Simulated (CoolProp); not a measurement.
Properties of octamethyltrisiloxane (MDM) along the isobar 1230 kPa.

Values from CoolProp's reference Helmholtz-energy equation of state, Thol 2017.

```
T (°C)   phase  density (kg/m³)  Joule-Thomson coefficient (K/MPa)  fugacity coefficient
------  ------  ---------------  ---------------------------------  --------------------
219.15  liquid            587.8                             0.2800                0.3183
231.05  liquid            567.3                             0.4596                0.3798
242.85  liquid            544.5                             0.7227                0.4461
254.65  liquid            518.2                              1.155                0.5168
266.45  liquid            485.4                              2.015                0.5907
278.25  liquid            436.3                              4.827                0.6658
290.05     gas            111.1                              26.13                0.7098
301.85     gas            96.49                              18.61                0.7356
```
